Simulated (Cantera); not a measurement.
## toluene + NH3 (carbon deposition, reforming and gasification)

Charge: 1 mol toluene, 0.047 mol NH3, held at 0.690 bar.

Equilibrium computed with Cantera from the NASA thermochemical tables; the gas is ideal and each condensed phase is pure. Candidate condensed phases: C, C6H6, C7H8, C8H18; 92 gas species. Equilibrium is a limit: real reactors are often held back by kinetics, nucleation or transport.

From 1925 K to 2600 K the condensed part is C(graphite). The main C-bearing gas is C2H2 (acetylene) throughout. The share of C in condensed phases is highest at 1925 K (99.9 %) and lowest at 2600 K (97.8 %).

```
T (K)  log p H2  log p H  log p C2H2 (acetylene)  log p N2  log p HCN  log p HNC  log p CH4  n C(graphite)
-----  --------  -------  ----------------------  --------  ---------  ---------  ---------  -------------
1925      -0.16    -3.10                   -3.50     -2.43      -3.26      -4.57      -3.61           6.99
2000      -0.17    -2.87                   -3.28     -2.45      -3.14      -4.38      -3.70           6.99
2075      -0.17    -2.66                   -3.07     -2.46      -3.02      -4.21      -3.79           6.98
2150      -0.17    -2.46                   -2.88     -2.48      -2.92      -4.05      -3.87           6.98
2225      -0.17    -2.27                   -2.70     -2.50      -2.82      -3.91      -3.94           6.97
2300      -0.17    -2.10                   -2.54     -2.53      -2.74      -3.78      -4.01           6.95
2375      -0.17    -1.94                   -2.38     -2.56      -2.66      -3.66      -4.08           6.93
2450      -0.18    -1.79                   -2.24     -2.60      -2.60      -3.55      -4.15           6.91
2525      -0.18    -1.64                   -2.11     -2.64      -2.54      -3.46      -4.21           6.88
2600      -0.19    -1.51                   -1.98     -2.69      -2.49      -3.37      -4.27           6.85
```
log p: log10 of the partial pressure in bar; n: condensed amount in mol.
